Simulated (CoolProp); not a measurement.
Vapour-liquid equilibrium of benzene (1) + dimethyl carbonate (2) at 495 K; x and y are mole fractions of (1).

Values from CoolProp's multi-fluid Helmholtz-energy mixture model, Thol 2012 and Zhou 2011; pair parameters Bell 2016.

```tsv
x	bubble pressure, mixture model (kPa)	bubble pressure, Raoult's law (kPa)	y, mixture model	y, Raoult's law
0.05	1970	1950	0.058	0.052
0.125	2002	1955	___	0.129
0.2	2028	1960	0.218	0.205
0.275	___	1965	0.293	0.282
0.35	2066	1970	0.365	0.358
0.425	2078	1975	0.436	0.433
0.5	2086	1980	0.506	0.508
0.575	___	1985	0.576	0.583
0.65	___	1990	0.646	0.658
0.725	___	1994	0.717	0.732
0.8	2070	1999	0.790	0.805
0.875	2053	2004	___	0.879
0.95	2031	2009	0.945	0.952
```

Task: Complete the blanks.

Result: 
- 0.125, y, mixture model: 0.140
- 0.275, bubble pressure, mixture model (kPa): 2049
- 0.575, bubble pressure, mixture model (kPa): 2089
- 0.65, bubble pressure, mixture model (kPa): 2088
- 0.725, bubble pressure, mixture model (kPa): 2081
- 0.875, y, mixture model: 0.866

The largest gap from Raoult's law is +5.4 % in bubble pressure, at x = 0.5. y crosses x between x = 0.575 and 0.65: the model has an azeotrope there.

The pair parameters rest on a limited set of measurements; away from them the model extrapolates.
